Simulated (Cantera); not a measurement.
A perfectly stirred reactor is fed with CO : H₂ : CH₄ : O₂ : N₂ = 1 : 0.77 : 0.1 : 1.21 : 13.3 (molar parts), at 1.90 bar; it is adiabatic with a 673 K inlet, and is followed from long to short residence time, starting on the burning branch (τ in s: 0.33, 0.092, 0.026, 0.0071, 0.002, 0.00054, 0.00015, 4.2e-05, 1.2e-05).

Model: GRI-Mech 3.0 (53 species, 325 reactions), integrated in Cantera.

x: mole fraction; the columns are a selection and need not sum to one.

| τ (s) | T (K) | x CO | x H₂ | x CH₄ | x H₂O | x CO₂ |
|---|---|---|---|---|---|---|
| 0.33 | 1667 | 0.000655 | 0.000156 | 6.58e-7 | 0.0622 | 0.0703 |
| 0.092 | 1659 | 0.00140 | 0.000330 | 1.47e-6 | 0.0619 | 0.0695 |
| 0.026 | 1644 | 0.00281 | 0.000664 | 3.25e-6 | 0.0613 | 0.0680 |
| 0.0071 | 1614 | 0.00537 | 0.00126 | 7.44e-6 | 0.0603 | 0.0653 |
| 0.0020 | 1565 | ? | ? | ? | 0.0586 | 0.0609 |
| 0.00054 | 1477 | 0.0173 | 0.00345 | 5.36e-5 | 0.0560 | 0.0527 |
| 0.00015 | 673 | 0.0611 | 0.0470 | 0.00611 | <1e-12 | <1e-12 |
| 4.2e-5 | 673 | 0.0611 | 0.0470 | 0.00611 | <1e-12 | <1e-12 |
| 1.2e-5 | 673 | 0.0611 | 0.0470 | 0.00611 | <1e-12 | <1e-12 |

### Question
Fill in the missing entries.

### Answer

- 0.0020, x CO: 0.00952
- 0.0020, x H₂: 0.00216
- 0.0020, x CH₄: 1.77e-5
